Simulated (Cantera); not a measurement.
**Catalytic stagnation flow on Pt**

A jet of CH4 : O2 : N2 = 0.012 : 0.059 : 0.79 (molar parts) at 300 K and 3500 Pa hits a platinum plate 3.9 cm away at a mass flux of 0.035 kg/m²/s; the plate temperature is set and raised in steps from an oxygen-covered start.

Cantera simulation using Deutschmann's 1995 Pt surface mechanism with GRI-Mech 3.0 gas chemistry; the numbers are that mechanism's predictions, not measurements. Catalytic surfaces can have several steady states; this one follows from the mechanism file's or the stated starting coverage.

```
plate T (K)  wall x CH4  wall x O2  wall x H2O  wall x OH  wall x CO  wall x CO2  θ free Pt   θ O*
-----------  ----------  ---------  ----------  ---------  ---------  ----------  ---------  -----
900             0.00931     0.0587     0.00863    2.48e-8    4.38e-6     0.00563      0.284  0.716
950             0.00757     0.0550      0.0118    7.97e-8    4.99e-6     0.00774      0.362  0.637
1000            0.00613     0.0520      0.0145    2.18e-7    5.57e-6     0.00948      0.440  0.560
1050            0.00503     0.0497      0.0165    5.26e-7    6.22e-6      0.0108      0.515  0.485
1100            0.00421     0.0480      0.0180    1.15e-6    7.05e-6      0.0118      0.585  0.415
1150            0.00360     0.0467      0.0190    2.29e-6    8.15e-6      0.0125      0.650  0.349
1200            0.00316     0.0458      0.0198    4.25e-6    9.64e-6      0.0130      0.709  0.291
```
x: mole fraction at the wall; θ: surface coverage.
